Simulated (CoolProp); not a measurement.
A simple Rankine cycle with R21: condensing at 321.15 K, boiler at 0.981 MPa, turbine inlet 364.1 K, turbine efficiency 0.65, pump efficiency 0.7, no recuperator. Each further row changes one setting.

Computed with CoolProp (reference Helmholtz-energy equation of state, Platzer 1990). This equation is an older, rougher fit; its heat capacities, sound speeds and derivatives of the liquid may be far off and weren't checked against measurements.

```json
[
 {"case": "as stated", "thermal efficiency (%)": "6.1", "net work (kJ/kg)": "14.4", "heat in (kJ/kg)": "235", "turbine exit temperature (K)": "327.1", "volume ratio over the turbine": "2.56"},
 {"case": "turbine inlet 384.1 K", "thermal efficiency (%)": "6.3", "net work (kJ/kg)": "15.7", "heat in (kJ/kg)": "250", "turbine exit temperature (K)": "348.0", "volume ratio over the turbine": "2.54"},
 {"case": "condensing temperature 313.15 K", "thermal efficiency (%)": "7.4", "net work (kJ/kg)": "17.9", "heat in (kJ/kg)": "243", "turbine exit temperature (K)": "319.3", "volume ratio over the turbine": "3.21"},
 {"case": "boiler pressure 0.687 MPa", "thermal efficiency (%)": "4.1", "net work (kJ/kg)": "9.80", "heat in (kJ/kg)": "240", "turbine exit temperature (K)": "342.0", "volume ratio over the turbine": "1.79"},
 {"case": "turbine efficiency 0.55", "thermal efficiency (%)": "5.2", "net work (kJ/kg)": "12.1", "heat in (kJ/kg)": "235", "turbine exit temperature (K)": "330.4", "volume ratio over the turbine": "2.59"}
]
```
